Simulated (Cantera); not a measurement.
A Cantera script and its output.

```python
import numpy as np
import cantera as ct

gas = ct.Solution("gri30.yaml")


def delay(T, t_max=10):
    gas.TPX = T, 100000, {'CH3OH': 1, 'O2': 3.57, 'N2': 13.4, 'H2O': 0.36}
    reactor = ct.IdealGasReactor(gas, clone=False)
    net = ct.ReactorNet([reactor])
    net.rtol, net.atol = 1e-8, 1e-16
    while net.time < t_max:
        t_old, T_old = net.time, reactor.T
        net.step()
        if reactor.T > T + 400:  # ignition: a rise of 400 K
            return t_old + (T + 400 - T_old) / (reactor.T - T_old) * (net.time - t_old)
    return np.nan


taus = []
for T in [1200, 1275, 1350, 1425, 1500, 1575]:
    taus.append(delay(T))
    print(f"T0 = {T:6g} K   tau = {taus[-1]:.4e} s")
```

Output:

```
T0 =   1200 K   tau = 1.0561e-02 s
T0 =   1275 K   tau = 3.3514e-03 s
T0 =   1350 K   tau = 1.2447e-03 s
T0 =   1425 K   tau = 5.3069e-04 s
T0 =   1500 K   tau = 2.5427e-04 s
T0 =   1575 K   tau = 1.3385e-04 s
```

Model: GRI-Mech 3.0 (53 species, 325 reactions), integrated in Cantera. GRI-Mech 3.0 was tuned for natural gas; its chemistry of methanol as a main component is partial and can be far from experiment.
